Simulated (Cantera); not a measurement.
Source: NASA polynomial tables (part measured, part estimated), evaluated in Cantera. Values are per mole of reaction as written; species without (g) are pure solids or liquids, kept so even where they would boil at 1 bar.

MgBr2 = Mg(g) + Br2(g)

```json
[
 {"T (K)": "598", "ΔH° (kJ)": "696.1", "ΔS° (J/K)": "263.0", "ΔG° (kJ)": "538.9", "log10 K": "-47.07"},
 {"T (K)": "623", "ΔH° (kJ)": "(withheld)", "ΔS° (J/K)": "(withheld)", "ΔG° (kJ)": "(withheld)", "log10 K": "(withheld)"},
 {"T (K)": "648", "ΔH° (kJ)": "(withheld)", "ΔS° (J/K)": "(withheld)", "ΔG° (kJ)": "(withheld)", "log10 K": "(withheld)"},
 {"T (K)": "673", "ΔH° (kJ)": "694.3", "ΔS° (J/K)": "260.1", "ΔG° (kJ)": "519.3", "log10 K": "-40.30"},
 {"T (K)": "698", "ΔH° (kJ)": "(withheld)", "ΔS° (J/K)": "(withheld)", "ΔG° (kJ)": "(withheld)", "log10 K": "(withheld)"},
 {"T (K)": "723", "ΔH° (kJ)": "693.1", "ΔS° (J/K)": "258.4", "ΔG° (kJ)": "506.3", "log10 K": "-36.58"},
 {"T (K)": "748", "ΔH° (kJ)": "(withheld)", "ΔS° (J/K)": "(withheld)", "ΔG° (kJ)": "(withheld)", "log10 K": "(withheld)"},
 {"T (K)": "773", "ΔH° (kJ)": "691.8", "ΔS° (J/K)": "256.7", "ΔG° (kJ)": "493.4", "log10 K": "-33.34"}
]
```

### Question
Fill in the missing entries.

### Answer

- 623, ΔH° (kJ): 695.5
- 623, ΔS° (J/K): 262.0
- 623, ΔG° (kJ): 532.3
- 623, log10 K: -44.63
- 648, ΔH° (kJ): 694.9
- 648, ΔS° (J/K): 261.1
- 648, ΔG° (kJ): 525.8
- 648, log10 K: -42.38
- 698, ΔH° (kJ): 693.7
- 698, ΔS° (J/K): 259.2
- 698, ΔG° (kJ): 512.8
- 698, log10 K: -38.37
- 748, ΔH° (kJ): 692.5
- 748, ΔS° (J/K): 257.5
- 748, ΔG° (kJ): 499.8
- 748, log10 K: -34.90
